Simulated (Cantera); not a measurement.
What does this Cantera script print?

```python
import numpy as np
import cantera as ct

gas = ct.Solution("gri30.yaml")
gas.TPX = 1575, 500000, {'CH4': 1, 'H2': 0.23, 'O2': 1.18, 'N2': 4.42}
reactor = ct.IdealGasReactor(gas, energy="on", clone=False)
net = ct.ReactorNet([reactor])
net.rtol, net.atol = 1e-08, 1e-16
show = ['CH4', 'H2', 'O2', 'H', 'CH3', 'C2H2', 'H2O']
times = np.geomspace(3e-06, 0.1, 12)

steps = ct.SolutionArray(gas, extra=["t"])
rows = []
print(f"{'t/s':>10s}{'T/K':>9s}{'P/Pa':>11s}" + "".join(f"{s:>11s}" for s in show))
for t in times:
    while net.time < t:
        t_next = net.step()
        steps.append(gas.state, t=t_next)
    rows.append([np.interp(t, steps.t, y) for y in (steps.T, steps.P, *steps(*show).X.T)])
    print(f"{t:10.3e}{rows[-1][0]:9.1f}{rows[-1][1]:11.4g}" + "".join(f"{x:11.3e}" for x in rows[-1][2:]))
rate = np.gradient(steps.T, steps.t)
print("integrator steps:", len(steps.t))
if steps.T.max() > steps.T[0] + 200:
    print(f"time of steepest temperature rise: {steps.t[rate.argmax()]:.4e} s")
gas.TPX = 1575, 500000, {'CH4': 1, 'H2': 0.23, 'O2': 1.18, 'N2': 4.42}
gas.equilibrate("UV")
print(f"equilibrium (UV): T = {gas.T:.1f} K  " + "  ".join(f"{s} {gas[s].X[0]:.3e}" for s in show))
```

Result:

```
       t/s      T/K       P/Pa        CH4         H2         O2          H        CH3       C2H2        H2O
 3.000e-06   1574.9      5e+05  1.464e-01  3.367e-02  1.728e-01  2.271e-07  1.517e-05  1.368e-13  5.722e-06
 7.732e-06   1574.9      5e+05  1.463e-01  3.367e-02  1.727e-01  7.755e-07  6.375e-05  1.696e-11  4.306e-05
 1.993e-05   1576.3  5.004e+05  1.458e-01  3.358e-02  1.724e-01  4.069e-06  3.385e-04  6.475e-09  4.951e-04
 5.136e-05   1604.6  5.093e+05  1.402e-01  3.355e-02  1.690e-01  1.241e-05  7.903e-04  2.250e-06  5.336e-03
 1.324e-04   2986.3  1.075e+06  1.079e-10  1.268e-01  2.393e-04  1.655e-02  2.226e-10  5.650e-13  1.495e-01
 3.412e-04   2983.2  1.074e+06  1.107e-10  1.272e-01  2.324e-04  1.643e-02  2.263e-10  5.777e-13  1.492e-01
 8.793e-04   2983.1  1.074e+06  1.109e-10  1.272e-01  2.322e-04  1.643e-02  2.265e-10  5.782e-13  1.492e-01
 2.266e-03   2983.1  1.074e+06  1.109e-10  1.272e-01  2.322e-04  1.643e-02  2.265e-10  5.782e-13  1.492e-01
 5.841e-03   2983.1  1.074e+06  1.109e-10  1.272e-01  2.322e-04  1.643e-02  2.265e-10  5.782e-13  1.492e-01
 1.505e-02   2983.1  1.074e+06  1.109e-10  1.272e-01  2.322e-04  1.643e-02  2.265e-10  5.782e-13  1.492e-01
 3.880e-02   2983.1  1.074e+06  1.109e-10  1.272e-01  2.322e-04  1.643e-02  2.265e-10  5.782e-13  1.492e-01
 1.000e-01   2983.1  1.074e+06  1.109e-10  1.272e-01  2.322e-04  1.643e-02  2.265e-10  5.782e-13  1.492e-01
integrator steps: 1824
time of steepest temperature rise: 9.1133e-05 s
equilibrium (UV): T = 2983.1 K  CH4 1.254e-10  H2 1.272e-01  O2 2.322e-04  H 1.643e-02  CH3 2.563e-10  C2H2 6.264e-13  H2O 1.492e-01
```

Model: GRI-Mech 3.0 (53 species, 325 reactions), integrated in Cantera.
